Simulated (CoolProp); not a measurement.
Vapour-liquid equilibrium of R143a (1) + R1234yf (2) at 0.0258 bar; x and y are mole fractions of (1).

Values from CoolProp's multi-fluid Helmholtz-energy mixture model, Lemmon and Jacobsen 2000 and Lemmon 2022; pair parameters Bell 2016.

```csv
x,"bubble temperature, mixture model (K)","bubble temperature, Raoult's law (K)","y, mixture model","y, Raoult's law"
0.05,182.4,182.7,0.164,0.143
0.125,180.6,181.1,0.345,0.314
0.2,179.0,179.7,0.476,0.448
0.275,177.7,178.4,0.576,0.555
0.35,176.6,177.2,0.654,0.642
0.425,175.6,176.2,0.718,0.713
0.5,174.7,175.2,0.772,0.773
0.575,173.9,174.3,0.818,0.823
0.65,173.2,173.5,0.858,0.865
0.725,172.5,172.7,0.893,0.902
0.8,171.9,172.0,0.926,0.934
0.875,171.2,171.3,0.955,0.961
0.95,170.7,170.7,0.983,0.985
```

The largest gap from Raoult's law is -0.7 K in bubble temperature, at x = 0.275. No azeotrope shows between x = 0.05 and 0.95.

Pair parameters are fitted to limited data, so mixtures are less certain than the pure fluids.
